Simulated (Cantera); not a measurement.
A closed system holds: 1 mol MgCO3, 0.069 mol H2S, 0.1 mol O2, held at 400 °C and 0.670 bar.

These are equilibrium values from Cantera (NASA tables, ideal gas, pure condensed phases), not measurements of a reactor. Candidate condensed phases: C, C6H6, C7H8, C8H18, H2O, H2SO4, Mg, MgCO3, MgO, Mg(OH)2, MgS, MgSO4, S; 130 gas species. Gases not in the tables: S3 to S7. Equilibrium is a limit: real reactors are often held back by kinetics, nucleation or transport.

Base state: CO2 0.928, H2O 0.0525, H2S 0.0116, SO2 0.00466, S2 0.00226, COS 0.000598, S8 0.000138, S2O 4.71e-5 (mole fractions); condensed: MgO(s) + MgSO4(s).

Problem. What changes in the equilibrium state with this change: O2 from 0.1 to 8.4 mol?

Solution. 
```tsv
species	before	after
O2	<1e-9	0.885
CO2	0.928	0.107
H2O	0.0525	0.00739
H2S	0.0116	<1e-9
SO2	0.00466	<1e-9
S2	0.00226	<1e-9
COS	0.000598	<1e-9
S8	0.000138	<1e-9
MgO(s), mol	0.955	0.931
MgSO4(s), mol	0.0447	0.0690
```

Problem. What changes in the equilibrium state with this change: H2S from 0.069 to 0.33 mol?

Solution. 
| species | before | after |
|---|---|---|
| CO2 | 0.928 | 0.731 |
| H2O | 0.0525 | 0.142 |
| H2S | 0.0116 | 0.0993 |
| S8 | 0.000138 | 0.0154 |
| H2 | 1.21e-5 | 5.73e-5 |
| S2 | 0.00226 | 0.00735 |
| MgO(s), mol | 0.955 | 1.00 |
| MgSO4(s), mol | 0.0447 | 0 |

Problem. What changes in the equilibrium state with this change: temperature from 400 °C to 1100 °C?

Solution. 
```json
[
 {"species": "CO2", "before": "0.928", "after": "0.873"},
 {"species": "SO2", "before": "0.00466", "after": "0.0606"},
 {"species": "H2O", "before": "0.0525", "after": "0.0604"},
 {"species": "H2S", "before": "0.0116", "after": "8.14e-7"},
 {"species": "S8", "before": "0.000138", "after": "<1e-9"},
 {"species": "SO", "before": "<1e-9", "after": "2.52e-5"},
 {"species": "S2", "before": "0.00226", "after": "4.93e-7"},
 {"species": "COS", "before": "0.000598", "after": "7.88e-7"},
 {"species": "MgO(s), mol", "before": "0.955", "after": "1.00"},
 {"species": "MgSO4(s), mol", "before": "0.0447", "after": "0"}
]
```
